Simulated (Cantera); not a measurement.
What does this Cantera script print?

```python
import numpy as np
import cantera as ct

gas = ct.Solution("gri30.yaml", transport_model="mixture-averaged")
show = ['N2', 'CO2', 'OH']

rows = []
print(f"{'T/K':>7s}{'rho':>11s}{'cp':>10s}{'mu':>11s}{'lambda':>11s}{'Pr':>7s}" + "".join(f"{'D_' + s:>11s}" for s in show))
for T in [400, 600, 800, 1000, 1200, 1400, 1600, 1800, 2000]:
    gas.TPX = T, 54, {'C2H2': 0.25, 'N2': 0.25, 'C3H8': 0.8, 'CO': 0.3}
    Pr = gas.cp_mass * gas.viscosity / gas.thermal_conductivity
    D = [gas.mix_diff_coeffs_mole[gas.species_index(s)] for s in show]
    rows.append([gas.density, gas.cp_mass, gas.viscosity, gas.thermal_conductivity, Pr, *D])
    print(f"{T:7g}{gas.density:11.4e}{gas.cp_mass:10.1f}{gas.viscosity:11.4e}"
          f"{gas.thermal_conductivity:11.4e}{Pr:7.3f}" + "".join(f"{d:11.4e}" for d in D))
print("SI units: kg/m3, J/kg/K, Pa s, W/m/K, m2/s")
```

It prints:

```
    T/K        rho        cp         mu     lambda     Pr       D_N2      D_CO2       D_OH
    400 5.8040e-04    1818.2 1.3723e-05 3.1953e-02  0.781 4.2925e-02 3.3601e-02 6.8284e-02
    600 3.8693e-04    2344.5 1.9107e-05 5.3673e-02  0.835 8.7462e-02 7.0502e-02 1.3811e-01
    800 2.9020e-04    2748.0 2.3727e-05 7.4992e-02  0.869 1.4320e-01 1.1722e-01 2.2533e-01
   1000 2.3216e-04    3056.5 2.7846e-05 9.5423e-02  0.892 2.0892e-01 1.7255e-01 3.2811e-01
   1200 1.9347e-04    3271.6 3.1607e-05 1.1488e-01  0.900 2.8381e-01 2.3571e-01 4.4521e-01
   1400 1.6583e-04    3450.3 3.5100e-05 1.3337e-01  0.908 3.6727e-01 3.0613e-01 5.7574e-01
   1600 1.4510e-04    3597.1 3.8385e-05 1.5094e-01  0.915 4.5886e-01 3.8341e-01 7.1899e-01
   1800 1.2898e-04    3716.2 4.1504e-05 1.6764e-01  0.920 5.5820e-01 4.6721e-01 8.7439e-01
   2000 1.1608e-04    3811.7 4.4486e-05 1.8354e-01  0.924 6.6500e-01 5.5728e-01 1.0414e+00
SI units: kg/m3, J/kg/K, Pa s, W/m/K, m2/s
```

Computed with Cantera and GRI-Mech 3.0 (53 species, 325 reactions). The composition is frozen, though it would react at the higher temperatures.
